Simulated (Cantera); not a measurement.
**S + H2 + O2 (abatement and gas-phase synthesis)**

Feed: 1 mol S, 0.034 mol H2, 0.37 mol O2, equilibrated at 723 K and 10.0 mbar.

Method: chemical equilibrium by Gibbs-energy minimisation in Cantera with the NASA 1993 tables (ideal gas, pure condensed phases). Candidate condensed phases: H2O, H2SO4, S; 19 gas species. Gases not in the tables: S3 to S7. Rates play no part.

- x(SO2) = 0.507
- x(S2) = 0.432
- x(H2O) = 0.0379
- x(H2S) = 0.0108
- x(S2O) = 0.00839
- x(S8) = 0.00439
- x(H2) = 1.98e-5
- gas amount = 0.6980 mol
- log10 activity of S(l) (absent) = -0.48
- log10 activity of H2SO4(l) (absent) = -16.46
